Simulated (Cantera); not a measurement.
An adiabatic, constant-pressure homogeneous reactor starts with CH₄ : CO : O₂ : N₂ = 1 : 0.95 : 3.44 : 12.9 (molar parts), equivalence ratio 0.72, at 1000 K and 150000 Pa. Integrator tolerance rtol = 1e-08.

Cantera simulation using GRI-Mech 3.0 (53 species, 325 reactions); the numbers are that mechanism's predictions, not measurements.

What does this change do: pressure from 150000 Pa to 500000 Pa?


```tsv
quantity	before	after
time of steepest temperature rise	1.03 s	0.347 s
temperature at 9.00 s	2398 K	2428 K
equilibrium temperature	2398 K	2428 K
x(CH₄) at 9.00 s	<1e-12 (gas-phase equilibrium <1e-12)	<1e-12 (gas-phase equilibrium <1e-12)
x(CO) at 9.00 s	0.00768 (gas-phase equilibrium 0.00768)	0.00517 (gas-phase equilibrium 0.00517)
x(O₂) at 9.00 s	0.0514 (gas-phase equilibrium 0.0514)	0.0503 (gas-phase equilibrium 0.0503)
x(CH₂) at 9.00 s	<1e-12 (gas-phase equilibrium <1e-12)	<1e-12 (gas-phase equilibrium <1e-12)
x(HCN) at 9.00 s	9.79e-12 (gas-phase equilibrium 9.79e-12)	1.15e-11 (gas-phase equilibrium 1.15e-11)
x(HO₂) at 9.00 s	4.31e-6 (gas-phase equilibrium 4.31e-6)	6.27e-6 (gas-phase equilibrium 6.27e-6)
x(NO) at 9.00 s	0.00902 (gas-phase equilibrium 0.00902)	0.00945 (gas-phase equilibrium 0.00945)
```
